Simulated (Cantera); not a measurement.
**Equilibrium for tantalum, niobium, vanadium and zirconium in process gases: Ta(OEt)5 + CO2 + H2**

Feed: 1 mol Ta(OEt)5, 6.5 mol CO2, 87 mol H2, held at 1.10e-6 bar.

Method: chemical equilibrium by Gibbs-energy minimisation in Cantera with the NASA 1993 tables (ideal gas, pure condensed phases). Candidate condensed phases: C, C6H6, C7H8, C8H18, H2O, Ta, TaC, Ta2O5; 113 gas species. The feed counts by its element totals alone. Mutual solubility and eutectic melting of coexisting phases are not modelled. Condensed phases not in the tables: Ta2C, N, O or C dissolved in the metal. Equilibrium is a limit: real reactors are often held back by kinetics, nucleation or transport.

```json
[
 {"T (K)": "1623", "log p H": "-7.19", "log p H2": "-6.05", "log p CO": "-6.82", "log p TaO2": "-9.52", "log p TaO": "-10.21", "log p O": "-13.41", "log p Ta": "-17.80", "n Ta(s)": "0.399", "n Ta2O5(s)": "0.281"},
 {"T (K)": "1773", "log p H": "-6.62", "log p H2": "-6.15", "log p CO": "-6.86", "log p TaO2": "-8.27", "log p TaO": "-8.80", "log p O": "-11.81", "log p Ta": "-15.68", "n Ta(s)": "0.174", "n Ta2O5(s)": "0"},
 {"T (K)": "1923", "log p H": "-6.23", "log p H2": "-6.41", "log p CO": "-6.94", "log p TaO2": "-8.48", "log p TaO": "-8.45", "log p O": "-10.88", "log p Ta": "-14.29", "n Ta(s)": "0", "n Ta2O5(s)": "0"},
 {"T (K)": "2073", "log p H": "-6.05", "log p H2": "-6.94", "log p CO": "-7.03", "log p TaO2": "-8.60", "log p TaO": "-8.51", "log p O": "-9.67", "log p Ta": "-13.87", "n Ta(s)": "0", "n Ta2O5(s)": "0"},
 {"T (K)": "2223", "log p H": "-6.01", "log p H2": "-7.63", "log p CO": "-7.07", "log p TaO2": "-8.87", "log p TaO": "-8.42", "log p O": "-8.92", "log p Ta": "-13.06", "n Ta(s)": "0", "n Ta2O5(s)": "0"},
 {"T (K)": "2373", "log p H": "-6.00", "log p H2": "-8.29", "log p CO": "-7.08", "log p TaO2": "-9.48", "log p TaO": "-8.32", "log p O": "-8.66", "log p Ta": "-11.95", "n Ta(s)": "0", "n Ta2O5(s)": "0"},
 {"T (K)": "2523", "log p H": "-6.00", "log p H2": "-8.88", "log p CO": "-7.08", "log p TaO2": "-10.26", "log p TaO": "-8.30", "log p O": "-8.60", "log p Ta": "-10.86", "n Ta(s)": "0", "n Ta2O5(s)": "0"},
 {"T (K)": "2673", "log p H": "-6.00", "log p H2": "-9.41", "log p CO": "-7.08", "log p TaO2": "-10.99", "log p TaO": "-8.31", "log p O": "-8.58", "log p Ta": "-9.89", "n Ta(s)": "0", "n Ta2O5(s)": "0"},
 {"T (K)": "2823", "log p H": "-6.00", "log p H2": "-9.89", "log p CO": "-7.08", "log p TaO2": "-11.64", "log p TaO": "-8.36", "log p O": "-8.49", "log p Ta": "-9.13", "n Ta(s)": "0", "n Ta2O5(s)": "0"}
]
```
log p: log10 of the partial pressure in bar; n: condensed amount in mol.

At 1623 K the condensed part is Ta(s) + Ta2O5(s). At 1773 K the condensed part is Ta(s). From 1923 K to 2823 K nothing is condensed. The main Ta-bearing gas is TaO2 at 1623 K and TaO at 2823 K.
